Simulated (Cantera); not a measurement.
**Low-pressure radical oxidation in H2/O2**

An isothermal, constant-pressure homogeneous reactor starts with 29.1 % H2, 70.9 % O2, equivalence ratio 0.20, at 975 K and 0.00355 atm.

Detailed kinetics in Cantera: the H2/O2 subset of GRI-Mech 3.0, which has no nitrogen chemistry. Radical loss at walls, strong at low pressure, is not modelled. The temperature is held fixed by assumption; the heat of reaction is taken as removed at once.

| t (s) | x H2 | x O2 | x H2O | x H | x H2O2 | x OH |
|---|---|---|---|---|---|---|
| 1.00e-5 | 0.291 | 0.709 | <1e-12 | 2.66e-12 | <1e-12 | <1e-12 |
| 3.74e-5 | 0.291 | 0.709 | <1e-12 | 9.83e-12 | <1e-12 | <1e-12 |
| 0.000140 | 0.291 | 0.709 | 1.57e-12 | 3.62e-11 | <1e-12 | 1.93e-12 |
| 0.000523 | 0.291 | 0.709 | 4.63e-11 | 1.53e-10 | <1e-12 | 1.45e-11 |
| 0.00196 | 0.291 | 0.709 | 1.90e-9 | 1.82e-9 | <1e-12 | 2.15e-10 |
| 0.00731 | 0.291 | 0.709 | 4.43e-6 | 3.31e-6 | 1.13e-11 | 3.98e-7 |
| 0.0273 | 0.0143 | 0.592 | 0.225 | 0.117 | 6.16e-8 | 0.00474 |
| 0.102 | 0.00504 | 0.643 | 0.316 | 0.0190 | 1.37e-7 | 0.00286 |
| 0.382 | 0.000228 | 0.659 | 0.339 | 0.000146 | 1.66e-7 | 0.000540 |
| 1.43 | 1.05e-5 | 0.660 | 0.340 | 1.58e-6 | 5.93e-8 | 0.000119 |
| 5.35 | 1.09e-6 | 0.660 | 0.340 | 6.26e-8 | 1.94e-8 | 4.09e-5 |
| 20.0 | 1.83e-7 | 0.660 | 0.340 | 4.79e-9 | 6.73e-9 | 1.73e-5 |
x: mole fraction; the columns are a selection and need not sum to one.

Equilibrium at this temperature and pressure: H2 2.86e-10, O2 0.660, H2O 0.340, H <1e-12, H2O2 3.36e-11, OH 7.01e-7 (gas phase only).
